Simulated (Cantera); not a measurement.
Mixture: CH₄ : O₂ : N₂ = 1 : 4.17 : 15.7 (molar parts), equivalence ratio 0.48, at 390000 Pa, adiabatic and at constant volume. Ignition delay is the time to a rise of 400 K.

Model: GRI-Mech 3.0 (53 species, 325 reactions), integrated in Cantera.

Q: What does this change do: pressure from 390000 Pa to 980000 Pa?

A: 
```csv
quantity,before,after
delay at 1050 K,76.1 ms,29.2 ms
delay at 1200 K,8.71 ms,3.44 ms
delay at 1350 K,1.39 ms,0.608 ms
delay at 1500 K,0.299 ms,0.140 ms
delay at 1650 K,84.8 µs,40.2 µs
apparent activation energy between 1500 and 1650 K,170 kJ/mol,170 kJ/mol
```
